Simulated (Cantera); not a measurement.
Charge: 1 mol C₂H₄, 0.44 mol NH₃, 0.45 mol N₂, at 2475 °C and 0.370 bar.

These are equilibrium values from Cantera (NASA tables, ideal gas, pure condensed phases), not measurements of a reactor. The numbers say what is thermodynamically allowed, not how fast it happens.

```json
[
 {"species": "H₂", "before": "0.673", "after": "0.797"},
 {"species": "N₂", "before": "0.168", "after": "0.201"},
 {"species": "CH₄", "before": "1.75e-5", "after": "0.00160"},
 {"species": "H", "before": "0.0916", "after": "2.33e-6"},
 {"species": "HCN", "before": "0.0418", "after": "0.000103"},
 {"species": "C₂H₂ (acetylene)", "before": "0.0188", "after": "6.59e-7"},
 {"species": "CN", "before": "0.000451", "after": "<1e-9"},
 {"species": "C₂H", "before": "0.000296", "after": "<1e-9"},
 {"species": "C₄H₂", "before": "0.000218", "after": "<1e-9"},
 {"species": "C₂N₂", "before": "5.03e-5", "after": "<1e-9"},
 {"species": "C₃", "before": "4.44e-5", "after": "<1e-9"},
 {"species": "C₂H₂ (vinylidene)", "before": "3.13e-5", "after": "<1e-9"},
 {"species": "C(graphite), mol", "before": "1.69", "after": "1.99"}
]
```
Gas species are given as mole fractions.

Question: What was changed between the two runs?
A. pressure from 0.370 bar to 0.100 bar
B. pressure from 0.370 bar to 0.0180 bar
C. temperature from 2475 °C to 1050 °C
D. pressure from 0.370 bar to 0.00133 bar

Answer: C, temperature from 2475 °C to 1050 °C
